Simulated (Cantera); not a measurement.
Feed: 1 mol Al, a varied amount of HBr, at 277 °C and 0.133 bar.

These are equilibrium values from Cantera (NASA tables, ideal gas, pure condensed phases), not measurements of a reactor. Candidate condensed phases: Al, AlBr3, Br2; 11 gas species. Rates play no part.

x: gas mole fraction; n: condensed amount in mol.

| n(HBr) (mol) | x H2 | x HBr | x Al2Br6 | x AlBr3 | n Al(s) |
|---|---|---|---|---|---|
| 1.4 | 0.738 | 2.49e-9 | 0.231 | 0.0308 | 0.533 |
| 1.6 | 0.738 | 2.49e-9 | 0.231 | 0.0308 | 0.467 |
| 1.8 | 0.738 | 2.49e-9 | 0.231 | 0.0308 | 0.400 |
| 2.1 | 0.738 | 2.49e-9 | 0.231 | 0.0308 | 0.300 |
| 2.4 | 0.738 | 2.49e-9 | 0.231 | 0.0308 | 0.200 |
| 2.8 | 0.738 | 2.49e-9 | 0.231 | 0.0308 | 0.0667 |
| 3.2 | (withheld) | (withheld) | (withheld) | 0.0293 | 0 |
| 3.6 | 0.569 | 0.228 | 0.176 | 0.0269 | 0 |
| 4.2 | (withheld) | (withheld) | (withheld) | (withheld) | 0 |
| 4.8 | 0.390 | 0.468 | 0.119 | 0.0221 | 0 |
| 5.5 | 0.330 | 0.550 | 0.0999 | 0.0203 | 0 |
| 6.3 | 0.280 | 0.617 | 0.0842 | 0.0186 | 0 |
| 7.3 | 0.236 | 0.677 | 0.0702 | 0.0170 | 0 |

Q: Some entries are withheld; supply them.

A: 
- 3.2, x H2: 0.672
- 3.2, x HBr: 0.0896
- 3.2, x Al2Br6: 0.209
- 4.2, x H2: 0.463
- 4.2, x HBr: 0.370
- 4.2, x Al2Br6: 0.142
- 4.2, x AlBr3: 0.0242
